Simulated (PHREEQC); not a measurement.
Make-up at 20 °C: 0.026 mol/kgw KH2PO4, 0.00034 mol/kgw H2SO4 and 0.00077 mol/kgw H3AsO4. Closed to the air; pH follows from the charge balance.

Model: ion-association model, wateq4f.dat, run in PHREEQC.

Question: The ionic strength comes out as 0.0267 mol/kgw. What activity coefficients do H2AsO4-, K+, H+, HSO4-, HPO4-2 get?

Answer: H2AsO4- 0.86, K+ 0.85, H+ 0.88, HSO4- 0.86, HPO4-2 0.55.

Precipitation was switched off in this run. H3PO4, which wateq4f.dat lacks, is added to it with the constant of phreeqc.dat.
